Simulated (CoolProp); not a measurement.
Model: reference Helmholtz-energy equation of state, Lemmon 2006, in CoolProp. It is a short technical equation, of lower accuracy than the large ones.

Q: For C2F6 (R116), give the phase and the Z, cv (kJ/(kg K)), Joule-Thomson coefficient (K/MPa), expansivity (1/kK) at 297.4 K and 3870 kPa; 425 K and 3870 kPa.

A: 
- 297.4 K and 3870 kPa: supercritical; Z 0.244, cv 0.804, Joule-Thomson coefficient 4.01, expansivity 30.0
- 425 K and 3870 kPa: supercritical; Z 0.904, cv 0.892, Joule-Thomson coefficient 3.25, expansivity 3.65
